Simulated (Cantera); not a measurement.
Charge: 1 mol N₂O, 0.0077 mol SO₂, 0.59 mol O₂, at 2827 °C and 1.35 Torr.

Method: chemical equilibrium by Gibbs-energy minimisation in Cantera with the NASA 1993 tables (ideal gas, pure condensed phases). Candidate condensed phases: S; 17 gas species. Kinetics and transport are ignored.

Base state: O 0.638, N₂ 0.317, O₂ 0.0294, NO 0.0127, S 0.00175, SO 0.000682, N 0.000345, SO₂ 5.38e-5 (mole fractions); condensed: gas only.

**Question.** What changes in the equilibrium state with this change: temperature from 2827 °C to 900 °C?

**Answer.** 
```csv
species,before,after
O₂,0.0294,0.520
N₂,0.317,0.477
SO₂,5.38e-5,0.00364
O,0.638,2.38e-7
NO,0.0127,0.000194
S,0.00175,<1e-9
SO,0.000682,<1e-9
N,0.000345,<1e-9
```

**Question.** What changes in the equilibrium state with this change: temperature from 2827 °C to 1025 °C?

**Answer.** 
```json
[
 {"species": "O₂", "before": "0.0294", "after": "0.519"},
 {"species": "N₂", "before": "0.317", "after": "0.476"},
 {"species": "SO₂", "before": "5.38e-5", "after": "0.00366"},
 {"species": "O", "before": "0.638", "after": "2.91e-6"},
 {"species": "NO", "before": "0.0127", "after": "0.000478"},
 {"species": "S", "before": "0.00175", "after": "<1e-9"},
 {"species": "SO", "before": "0.000682", "after": "<1e-9"},
 {"species": "N", "before": "0.000345", "after": "<1e-9"},
 {"species": "SO₃", "before": "<1e-9", "after": "1.38e-5"}
]
```
